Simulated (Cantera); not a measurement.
**Adiabatic ignition**

An adiabatic, constant-volume homogeneous reactor starts with 3.23 % CO, 0.323 % H2, 2.84 % CH4, 19.6 % O2, 74.0 % N2, equivalence ratio 0.38, at 1523 K and 0.380 bar.

Model: GRI-Mech 3.0 (53 species, 325 reactions), integrated in Cantera.

| t (s) | T (K) | P (bar) | x CO | x H2 | x CH4 | x NO | x CH2CO |
|---|---|---|---|---|---|---|---|
| 4.00e-6 | 1523 | 0.380 | 0.0323 | 0.00323 | 0.0284 | <1e-12 | <1e-12 |
| 9.87e-6 | 1523 | 0.380 | 0.0323 | 0.00323 | 0.0284 | <1e-12 | <1e-12 |
| 2.43e-5 | 1523 | 0.380 | 0.0323 | 0.00323 | 0.0284 | <1e-12 | 4.56e-12 |
| 6.00e-5 | 1523 | 0.380 | 0.0323 | 0.00323 | 0.0284 | <1e-12 | 3.60e-11 |
| 0.000148 | 1523 | 0.380 | 0.0323 | 0.00323 | 0.0284 | <1e-12 | 3.00e-10 |
| 0.000365 | 1523 | 0.380 | 0.0323 | 0.00322 | 0.0283 | <1e-12 | 3.88e-9 |
| 0.000900 | 1696 | 0.426 | 0.0399 | 0.00786 | 0.0133 | 7.78e-9 | 0.000123 |
| 0.00222 | 2408 | 0.597 | 0.00790 | 0.00131 | <1e-12 | 0.000531 | <1e-12 |
| 0.00548 | 2452 | 0.606 | 0.00590 | 0.000961 | <1e-12 | 0.00215 | <1e-12 |
| 0.0135 | 2447 | 0.605 | 0.00576 | 0.000942 | <1e-12 | 0.00547 | <1e-12 |
| 0.0333 | 2438 | 0.602 | 0.00556 | 0.000914 | <1e-12 | 0.0105 | <1e-12 |
| 0.0822 | 2431 | 0.601 | 0.00543 | 0.000894 | <1e-12 | 0.0140 | <1e-12 |
| 0.203 | 2430 | 0.600 | 0.00540 | 0.000891 | <1e-12 | 0.0146 | <1e-12 |
| 0.500 | 2430 | 0.600 | 0.00540 | 0.000891 | <1e-12 | 0.0146 | <1e-12 |
x: mole fraction; the columns are a selection and need not sum to one.

```
Property                                                              Result
---------------------------------  -----------------------------------------
time of steepest temperature rise                                   0.922 ms
temperature at 0.500 s                                                2430 K
equilibrium temperature                                               2430 K
x(CO) at 0.500 s                     0.00540 (gas-phase equilibrium 0.00540)
x(H2) at 0.500 s                   0.000891 (gas-phase equilibrium 0.000891)
x(CH4) at 0.500 s                      <1e-12 (gas-phase equilibrium <1e-12)
```
